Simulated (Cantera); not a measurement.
Equilibrium for iron carbonyl, mercury and lead vapours: HgO + H2

A closed system holds: 1 mol HgO, a varied amount of H2, at 0.120 bar.

Equilibrium computed with Cantera from the NASA thermochemical tables; the gas is ideal and each condensed phase is pure. Candidate condensed phases: H2O, Hg, HgO; 10 gas species. Equilibrium is a limit: real reactors are often held back by kinetics, nucleation or transport.

Stable condensed phases:

```
T in K \ n(H2) in mol
         0.23 0.43 0.82  1.6    3  5.7   11   21   39
   1073     A    A    A    A    A    A    A    A    A
   1023     A    A    A    A    A    A    A    A    A
    973     A    A    A    A    A    A    A    A    A
    923     A    A    A    A    A    A    A    A    A
    873     A    A    A    A    A    A    A    A    A
    823     A    A    A    A    A    A    A    A    A
    773     A    A    A    A    A    A    A    A    A
    723     A    A    A    A    A    A    A    A    A
    673     A    A    A    A    A    A    A    A    A
    623     B    B    A    A    A    A    A    A    A
    573     B    B    B    A    A    A    A    A    A
    523     B    B    B    A    A    A    A    A    A
```

A: gas only; B: HgO.
